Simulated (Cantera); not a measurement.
What does this Cantera script print?

```python
import numpy as np
import cantera as ct

gas_names = """
    CL CL2 H HCL H2 N NH NH2 NH3 N2 N2H2 N2H4 Si SiCL SiCL2 SiCL3 SiCL4 SiH SiHCL3 SiH2 SiH2CL2 SiH3
    SiH3CL SiH4 SiN Si2 Si2N Si3
""".split()
cond_names = """
    NH4CL(a) NH4CL(b) Si(cr) Si(L) Si3N4(a)
""".split()


# ... load() reads the species with a 1 bar reference pressure and builds the phases ...
atoms = {
    'SiHCl3': {'Si': 1, 'H': 1, 'CL': 3},
    'N2': {'N': 2},
    'H2': {'H': 2},
}
top_T = {'Si3N4(a)': 2400}  # K; cautious upper limits of use, not melting points


# ... equilibrate(T, P, feed) seeds the gas with the atoms and calls Mixture.equilibrate('TP', solver="vcs", rtol=1e-11, max_steps=5000) ...
results = []
feed = {'SiHCl3': 1, 'N2': 2.2, 'H2': 46}  # mol
T = 2123  # K
P = 4600  # Pa
mix = equilibrate(T, P, feed)
results.append((T, P, feed, dict(zip(mix.species_names, mix.species_moles))))
x = sorted(zip(gas.X, gas.species_names), reverse=True)
print(f"T = {T:g} K  P = {P:g} Pa  gas = {mix.phase_moles(0):.4g} mol")
print("   x: " + "  ".join(f"{s} {v:.3e}" for v, s in x if v > 1e-05))
print("   condensed (mol): " + ("  ".join(f"{mix.phase(i).name} {mix.phase_moles(i):.4g}"
      for i in range(1, mix.n_phases) if mix.phase_moles(i) > 1e-12) or "none"))
```

Output:

```
T = 2123 K  P = 4600 Pa  gas = 50.83 mol
   x: H2 8.829e-01  HCL 4.717e-02  N2 4.324e-02  H 1.572e-02  SiCL2 5.263e-03  Si 3.696e-03  SiCL 6.766e-04  CL 6.162e-04  SiH 3.850e-04  SiH2 1.811e-04  Si2 5.059e-05  Si2N 3.832e-05  SiN 3.256e-05  Si3 1.023e-05
   condensed (mol): Si(L) 0.4687
```

These are equilibrium values from Cantera (NASA tables, ideal gas, pure condensed phases), not measurements of a reactor. The tables' values for SiCl, SiN are old estimates; treat these amounts as uncertain. Gases not in the tables: Si2H6 and higher silanes.
